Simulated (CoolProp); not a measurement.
A single-stage vapour-compression cycle with R134a: evaporating at 292.15 K (dew point), condensing at 362.15 K (bubble point), superheat 5 K, subcooling 5 K, compressor efficiency 0.9, no pressure losses. Each further row changes one setting.

Values from CoolProp's reference Helmholtz-energy equation of state, Tillner-Roth 1994.

```
case                              cooling COP  pressure ratio  discharge temperature (K)  refrigerating effect (kJ/kg)  volumetric capacity (kJ/m³)
--------------------------------  -----------  --------------  -------------------------  ----------------------------  ---------------------------
as stated                                2.11            5.73                      376.5                          85.1                         2230
evaporating temperature 297.15 K         2.40            4.92                      375.9                          87.8                         2680
condensing temperature 357.15 K             ?            5.17                          ?                          94.4                         2470
subcooling 10 K                          2.36            5.73                      376.5                          95.1                         2490
superheat 15 K                           2.20            5.73                      384.7                             ?                         2350
compressor efficiency 0.8                   ?            5.73                      379.7                          85.1                         2230
```

**Question.** Some entries are withheld; supply them.

**Answer.** 
- condensing temperature 357.15 K, cooling COP: 2.48
- condensing temperature 357.15 K, discharge temperature (K): 370.7
- superheat 15 K, refrigerating effect (kJ/kg): 94.8
- compressor efficiency 0.8, cooling COP: 1.88
